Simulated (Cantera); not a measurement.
Cantera run:

```python
import numpy as np
import cantera as ct

gas_names = """
    CL CL2 H HCL H2 Si SiCL SiCL2 SiCL3 SiCL4 SiH SiHCL3 SiH2 SiH2CL2 SiH3 SiH3CL SiH4 Si2 Si3
""".split()
cond_names = """
    Si(cr) Si(L)
""".split()


def load(file, names, dense=False):
    # The tables refer to 1 bar. Condensed volumes are neglected.
    table = {s.name: s for s in ct.Species.list_from_file(file)}
    out = []
    for n in names:
        d = dict(table[n].input_data)
        d["thermo"] = dict(d["thermo"], **{"reference-pressure": 1e5})
        if dense:
            d["equation-of-state"] = {"model": "constant-volume", "density": "1e6 g/cm^3"}
        out.append(ct.Species.from_dict(d))
    return out


gas = ct.Solution(thermo="ideal-gas", species=load("nasa_gas.yaml", gas_names))
cond = {s.name: ct.Solution(thermo="fixed-stoichiometry", species=[s], name=s.name)
        for s in load("nasa_condensed.yaml", cond_names, dense=True)}
atoms = {
    'SiCl4': {'Si': 1, 'CL': 4},
    'H2': {'H': 2},
}
top_T = {}  # K; cautious upper limits of use, not melting points


def equilibrate(T, P, feed):
    n = {}
    for name, mol in feed.items():
        for a, k in atoms[name].items():
            n[a] = n.get(a, 0.0) + k * mol
    gas.TPX = T, P, n
    mass = sum(n.values()) * gas.mean_molecular_weight
    gas.equilibrate("TP")
    valid = [c for c in cond.values() if c.min_temp <= T <= top_T.get(c.name, c.max_temp)]
    mix = ct.Mixture([(gas, mass / gas.mean_molecular_weight)] + [(c, 0.0) for c in valid])
    mix.T, mix.P = T, P
    mix.equilibrate("TP", solver="vcs", rtol=1e-11, max_steps=5000)
    return mix


results = []
feed = {'SiCl4': 1, 'H2': 2.2}  # mol
P = 15000  # Pa
for T in [523, 573, 623, 673, 723, 773, 823, 873, 923, 973, 1023, 1073]:
    mix = equilibrate(T, P, feed)
    results.append((T, P, feed, dict(zip(mix.species_names, mix.species_moles))))

top = {s: max(r[3][s] / sum(r[3][g] for g in gas_names) for r in results) for s in gas_names}
cols = sorted((s for s in top if top[s] > 1e-06), key=lambda s: -top[s])[:8]
seen = [c for c in cond_names if any(r[3].get(c, 0) > 1e-12 for r in results)]
print("log10 of partial pressures in bar; condensed amounts in mol")
print(f"{'T/K':>10s}" + "".join(f"{s[:9]:>10s}" for s in cols + seen))
for T, P, feed, n in results:
    ng = sum(n[g] for g in gas_names)
    print(f"{T:10.4g}" + "".join(f"{np.log10(max(n[s] / ng * P / 1e5, 1e-99)):10.3f}" for s in cols)
          + "".join(f"{n.get(c, 0):10.4g}" for c in seen))
```

Result:

```
log10 of partial pressures in bar; condensed amounts in mol
       T/K        H2     SiCL4       HCL    SiHCL3     SiCL3     SiCL2   SiH2CL2    SiH3CL
       523    -0.987    -1.330    -3.894    -3.894   -10.274   -15.421    -7.878   -12.614
       573    -0.988    -1.331    -3.585    -3.585    -9.030   -13.373    -7.177   -11.493
       623    -0.989    -1.333    -3.328    -3.329    -7.987   -11.656    -6.593   -10.557
       673    -0.990    -1.336    -3.112    -3.113    -7.101   -10.197    -6.099    -9.765
       723    -0.992    -1.340    -2.927    -2.929    -6.340    -8.942    -5.677    -9.086
       773    -0.994    -1.345    -2.769    -2.772    -5.679    -7.852    -5.312    -8.498
       823    -0.997    -1.351    -2.630    -2.636    -5.101    -6.898    -4.995    -7.986
       873    -1.000    -1.359    -2.509    -2.518    -4.592    -6.056    -4.719    -7.538
       923    -1.004    -1.367    -2.401    -2.418    -4.142    -5.312    -4.477    -7.145
       973    -1.008    -1.377    -2.303    -2.333    -3.743    -4.652    -4.269    -6.804
      1023    -1.013    -1.390    -2.210    -2.265    -3.393    -4.071    -4.097    -6.517
      1073    -1.019    -1.404    -2.117    -2.218    -3.088    -3.568    -3.964    -6.291
```

Cantera equilibrium calculation (NASA polynomials, part measured and part estimated; ideal gas, pure solids and liquids). The tables' values for SiCl3 are old estimates; treat these amounts as uncertain.
